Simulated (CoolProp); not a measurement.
CH2F2 (R32) along the isotherm 197.1 K: density (kg/m³) from the reference equation and from simpler models built on Tc = 351.3 K, pc = 5783 kPa, ω = 0.277; each cubic takes its own stable root.

Values from CoolProp's reference Helmholtz-energy equation of state, Tillner-Roth 1997.

```tsv
p (kPa)	phase	reference
964	liquid	1279
1930	liquid	1281
2890	liquid	1282
3860	liquid	1283
4820	liquid	1285
5780	liquid	1286
6750	liquid	1287
7710	liquid	1288
8670	liquid	1289
```

Question: How far does each simpler model (van der Waals, Soave-Redlich-Kwong) lie from the reference over these 9 states: mean and median of the absolute difference, and the worst?

Answer: 
- van der Waals: mean 48.5 %, median 48.6 %, worst -49.0 % at 197.1 K and 964 kPa
- Soave-Redlich-Kwong: mean 22.4 %, median 22.4 %, worst -22.4 % at 197.1 K and 964 kPa
